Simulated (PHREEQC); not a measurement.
Solution (25 °C): 100 mmol/kgw CaCl2 and 0.021 mmol/kgw Na2SiF6. Closed to the air; pH follows from the charge balance.

Equilibrium calculation in PHREEQC: ion-association model, phreeqc.dat.

| quantity | before | after |
|---|---|---|
| pH | 4.22 | 4.07 |
| ionic strength (mol/kgw) | 0.300 | 0.273 |
| F- (mol/kgw) | 0.000119 | 8.30e-5 |
| HF (mol/kgw) | 6.79e-6 | 6.81e-6 |
| HF2- (mol/kgw) | 3.06e-9 | 2.14e-9 |
| NaF (mol/kgw) | 1.32e-9 | 9.43e-10 |
| SI of Quartz (SiO2) | -0.66 | -0.67 |

Problem. Name the change that produced these shifts.
A. Na2SiF6 from 2.1e-05 to 3.15e-05 mol/kgw
B. temperature from 25 to 15 °C
C. CaCl2 replaced by CuCl2 at the same molality
D. CaCl2 from 0.1 to 0.09 mol/kgw
E. CaCl2 left out

Solution. C, CaCl2 replaced by CuCl2 at the same molality

No solid was allowed to form. Some of these states are supersaturated (in Fluorite, for instance). SiF6-2 is the database's only silicon fluoride.
